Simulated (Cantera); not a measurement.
A closed system holds: 1 mol SiCl4, 1.1 mol H2, 4.7 mol HCl, held at 1348.15 K and 11.0 bar.

Cantera equilibrium calculation (NASA polynomials, part measured and part estimated; ideal gas, pure solids and liquids). Candidate condensed phases: Si; 19 gas species. The tables' values for SiCl3 are old estimates; treat these amounts as uncertain. Kinetics and transport are ignored.

Base state: HCl 0.694, H2 0.159, SiCl4 0.144, SiHCl3 0.00189, SiCl3 0.000673, SiCl2 1.57e-5 (mole fractions); condensed: gas only.

What changes in the equilibrium state with this change: H2 from 1.1 to 6.5 mol?


```tsv
species	before	after
H2	0.159	0.526
HCl	0.694	0.392
SiCl4	0.144	0.0749
SiH2Cl2	3.59e-6	6.34e-5
SiCl2	1.57e-5	8.42e-5
SiHCl3	0.00189	0.00571
```

What changes in the equilibrium state with this change: temperature from 1348.15 K to 1675 K?


```json
[
 {"species": "HCl", "before": "0.694", "after": "0.706"},
 {"species": "H2", "before": "0.159", "after": "0.148"},
 {"species": "SiCl4", "before": "0.144", "after": "0.128"},
 {"species": "SiCl3", "before": "0.000673", "after": "0.0111"},
 {"species": "SiCl2", "before": "1.57e-5", "after": "0.00200"},
 {"species": "Cl", "before": "1.01e-6", "after": "5.01e-5"},
 {"species": "H", "before": "2.79e-7", "after": "1.35e-5"},
 {"species": "SiH2Cl2", "before": "3.59e-6", "after": "3.17e-5"},
 {"species": "SiHCl3", "before": "0.00189", "after": "0.00484"}
]
```
